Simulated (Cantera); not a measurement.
MgCO3 + SO2 + H2O (roasting and sulfation)

Feed: 1 mol MgCO3, 0.14 mol SO2, 7.7 mol H2O, held at 1430 Torr.

Equilibrium computed with Cantera from the NASA thermochemical tables; the gas is ideal and each condensed phase is pure. Candidate condensed phases: C, C6H6, C7H8, C8H18, H2O, H2SO4, Mg, MgCO3, MgO, Mg(OH)2, MgS, MgSO4, S; 130 gas species. Equilibrium is a limit: real reactors are often held back by kinetics, nucleation or transport.

```tsv
T (K)	log p H2O	log p CO2	log p SO2	log p H2S	log p H2	log p O2	log p CO	log p OH	n MgCO3(s)	n MgO(s)	n MgSO4(s)
625	0.23	-0.71	-3.87	-2.11	-3.95	<-11	-6.20	<-11	0.109	0.787	0.105
825	0.22	-0.67	-1.52	-5.42	-4.37	<-11	-5.81	<-11	0	1.000	0.000259
1025	0.22	-0.67	-1.52	-11.49	-5.47	-8.10	-6.47	-7.98	0	1.00	0
1225	0.22	-0.67	-1.52	-11.20	-4.75	-5.40	-5.47	-5.95	0	1.00	0
1425	0.22	-0.67	-1.52	-9.98	-3.89	-4.15	-4.42	-4.66	0	1.00	0
1625	0.22	-0.67	-1.52	-8.81	-3.16	-3.36	-3.55	-3.73	0	1.000	0
1825	0.22	-0.67	-1.52	-7.88	-2.57	-2.75	-2.87	-3.01	0	1.000	0
```
log p: log10 of the partial pressure in bar; n: condensed amount in mol.

At 625 K the condensed part is MgCO3(s) + MgO(s) + MgSO4(s). At 825 K the condensed part is MgO(s) + MgSO4(s). From 1025 K to 1825 K the condensed part is MgO(s).
